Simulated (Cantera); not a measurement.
Input: 1 mol Si3H8, 160 mol N2, at 1773.15 K and 1 atm.

These are equilibrium values from Cantera (NASA tables, ideal gas, pure condensed phases), not measurements of a reactor. Candidate condensed phases: Si, Si3N4; 18 gas species. The feed counts by its element totals alone. Kinetics and transport are ignored.

### Question
What is the equilibrium state?

### Answer
```json
{
 "x(N2)": "0.975",
 "x(H2)": "0.0247",
 "x(H)": "4.44e-5",
 "n(Si3N4(s))": "1.000 mol",
 "gas_amount": "162.0 mol",
 "log10 activity of Si(l) (absent)": "-1.50"
}
```
